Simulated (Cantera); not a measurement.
# Transport properties of process gases

Gas mixture: 100 % C2H4, at 6700 Pa, frozen composition.

Cantera's kinetic-theory transport with the Lennard-Jones parameters of GRI-Mech 3.0, ideal gas; thermal conductivity in the mixture-averaged form. The composition is frozen, though it would react at the higher temperatures.

```json
[
 {"T (K)": "400", "ρ (kg/m³)": "0.0565", "cp (J/kg/K)": "1877", "μ (µPa s)": "13.3", "λ (mW/m/K)": "33.6", "Pr": "0.745", "D (cm²/s) NH3": "4.21", "D (cm²/s) O": "6.36", "D (cm²/s) C2H2": "3.26"},
 {"T (K)": "600", "ρ (kg/m³)": "0.0377", "cp (J/kg/K)": "2529", "μ (µPa s)": "19.1", "λ (mW/m/K)": "64.4", "Pr": "0.750", "D (cm²/s) NH3": "9.22", "D (cm²/s) O": "13.0", "D (cm²/s) C2H2": "6.88"},
 {"T (K)": "800", "ρ (kg/m³)": "0.0283", "cp (J/kg/K)": "2991", "μ (µPa s)": "24.1", "λ (mW/m/K)": "96.4", "Pr": "0.746", "D (cm²/s) NH3": "15.7", "D (cm²/s) O": "21.2", "D (cm²/s) C2H2": "11.5"},
 {"T (K)": "1000", "ρ (kg/m³)": "0.0226", "cp (J/kg/K)": "3354", "μ (µPa s)": "28.5", "λ (mW/m/K)": "128", "Pr": "0.748", "D (cm²/s) NH3": "23.6", "D (cm²/s) O": "31.0", "D (cm²/s) C2H2": "16.9"},
 {"T (K)": "1200", "ρ (kg/m³)": "0.0188", "cp (J/kg/K)": "3625", "μ (µPa s)": "32.5", "λ (mW/m/K)": "158", "Pr": "0.747", "D (cm²/s) NH3": "32.5", "D (cm²/s) O": "42.0", "D (cm²/s) C2H2": "23.1"},
 {"T (K)": "1400", "ρ (kg/m³)": "0.0161", "cp (J/kg/K)": "3836", "μ (µPa s)": "36.2", "λ (mW/m/K)": "186", "Pr": "0.747", "D (cm²/s) NH3": "42.6", "D (cm²/s) O": "54.4", "D (cm²/s) C2H2": "30.1"},
 {"T (K)": "1600", "ρ (kg/m³)": "0.0141", "cp (J/kg/K)": "4000", "μ (µPa s)": "39.7", "λ (mW/m/K)": "213", "Pr": "0.746", "D (cm²/s) NH3": "53.6", "D (cm²/s) O": "68.0", "D (cm²/s) C2H2": "37.7"},
 {"T (K)": "1800", "ρ (kg/m³)": "0.0126", "cp (J/kg/K)": "4126", "μ (µPa s)": "42.9", "λ (mW/m/K)": "238", "Pr": "0.744", "D (cm²/s) NH3": "65.6", "D (cm²/s) O": "82.7", "D (cm²/s) C2H2": "45.9"},
 {"T (K)": "2000", "ρ (kg/m³)": "0.0113", "cp (J/kg/K)": "4223", "μ (µPa s)": "46.1", "λ (mW/m/K)": "262", "Pr": "0.742", "D (cm²/s) NH3": "78.5", "D (cm²/s) O": "98.5", "D (cm²/s) C2H2": "54.8"}
]
```
D: mixture-averaged diffusion coefficient of that species in the mixture.
